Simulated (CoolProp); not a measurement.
Vapour-liquid equilibrium of CF4 (R14) (1) + R13 (2) at 0.114 MPa; x and y are mole fractions of (1).

Computed with CoolProp (multi-fluid Helmholtz-energy mixture model, Platzer 1990 and Platzer 1990; pair parameters Bell 2016). This equation is an older, rougher fit; its heat capacities, sound speeds and derivatives of the liquid may be far off and weren't checked against measurements.

| x | bubble temperature, mixture model (°C) | bubble temperature, Raoult's law (°C) | y, mixture model | y, Raoult's law |
|---|---|---|---|---|
| 0.05 | -89.7 | -87.4 | 0.458 | 0.394 |
| 0.2 | -106.3 | -102.4 | 0.841 | 0.802 |
| 0.35 | -113.7 | -110.7 | 0.923 | 0.913 |
| 0.5 | -118.0 | -116.1 | 0.955 | 0.957 |
| 0.65 | -121.0 | -120.1 | 0.974 | 0.979 |
| 0.8 | -123.4 | -123.2 | 0.986 | 0.991 |
| 0.95 | -125.6 | -125.6 | 0.997 | 0.998 |

The largest gap from Raoult's law is -3.9 K in bubble temperature, at x = 0.2. No azeotrope shows between x = 0.05 and 0.95.

The pair parameters rest on a limited set of measurements; away from them the model extrapolates.
